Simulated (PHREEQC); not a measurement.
Solution (20 °C): 0.47 mol KCl and 1.8 mol KBr per kg of water. Closed to the air; pH follows from the charge balance.

Computed with PHREEQC (Pitzer model, pitzer.dat).

No solid was allowed to form.

**Question.** What activity of water does the model give?

**Answer.** activity of water 0.927.

Species that the database lacks are ignored.
